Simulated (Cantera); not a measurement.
Equilibrium for iron carbonyl, mercury and lead vapours: PbO + O2 + H2

Input: 1 mol PbO, 0.011 mol O2, 5 mol H2, equilibrated at 598.15 K and 24000 Pa.

Equilibrium computed with Cantera from the NASA thermochemical tables; the gas is ideal and each condensed phase is pure. Candidate condensed phases: H2O, Pb, PbO, PbO2, Pb3O4; 12 gas species. Rates play no part.

The x(H2) comes out as 0.796. The x(H2O) is 0.204. The n(Pb(s)) is 1.00 mol, the gas amount is 5.000 mol and the log10 activity of PbO2(s) (absent) is -24.86. The log10 activity of Pb3O4(s) (absent) is -34.63.
